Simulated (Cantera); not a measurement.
Catalytic combustion on Pt

An isothermal plug-flow reactor at 923 K and 6.42 atm (inlet), inlet velocity 1.1 m/s, active area per volume 110 1/m; feed CO : O2 : N2 = 0.0068 : 0.073 : 0.79 (molar parts), equivalence ratio 0.047.

Cantera simulation using Deutschmann's 1995 Pt surface mechanism with GRI-Mech 3.0 gas chemistry; the numbers are that mechanism's predictions, not measurements. Catalytic surfaces can have several steady states; this one follows from the mechanism file's or the stated starting coverage. Mass transfer to the wall is taken as infinitely fast.

```
z (m)       x CO    x O2   x H2O     x CO2  θ free Pt    θ O*     θ CO*
-------  -------  ------  ------  --------  ---------  ------  --------
4.1e-05  0.00710  0.0836  <1e-12  0.000725      0.358  0.0946     0.547
6.9e-05  0.00654  0.0833  <1e-12   0.00129      0.380   0.115     0.504
0.00011  0.00557  0.0829  <1e-12   0.00226      0.426   0.187     0.387
0.00019  0.00421  0.0823  <1e-12   0.00362      0.182   0.802    0.0157
0.00032  0.00381  0.0821  <1e-12   0.00402      0.135   0.857   0.00742
0.00053  0.00342  0.0819  <1e-12   0.00441      0.116   0.879   0.00479
0.00089  0.00297  0.0817  <1e-12   0.00487      0.103   0.894   0.00321
0.0015   0.00245  0.0815  <1e-12   0.00539     0.0928   0.905   0.00213
0.0025   0.00188  0.0812  <1e-12   0.00596     0.0850   0.914   0.00136
0.0041   0.00132  0.0809  <1e-12   0.00653     0.0792   0.920  0.000820
```
x: gas mole fraction; θ: surface coverage.
